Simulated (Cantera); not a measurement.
An isothermal, constant-pressure homogeneous reactor starts with NO : N₂ = 1 : 2.6 (molar parts), at 2098 K and 1.00 bar. Integrator tolerance rtol = 1e-08.

Detailed kinetics in Cantera: GRI-Mech 3.0 (53 species, 325 reactions).

Question: What does this change do: temperature 2098 to 1473 K?

Answer: 
| quantity | before | after |
|---|---|---|
| x(NO) at 70.0 s | 0.00829 (gas-phase equilibrium 0.00829) | 0.221 (gas-phase equilibrium 0.000912) |
| x(O₂) at 70.0 s | 0.134 (gas-phase equilibrium 0.134) | 0.0277 (gas-phase equilibrium 0.138) |
| x(O) at 70.0 s | 0.000506 (gas-phase equilibrium 0.000506) | 4.80e-7 (gas-phase equilibrium 1.04e-6) |
| x(N₂) at 70.0 s | 0.857 (gas-phase equilibrium 0.857) | 0.750 (gas-phase equilibrium 0.861) |
| x(NO₂) at 70.0 s | 9.77e-6 (gas-phase equilibrium 9.77e-6) | 0.000474 (gas-phase equilibrium 4.30e-6) |
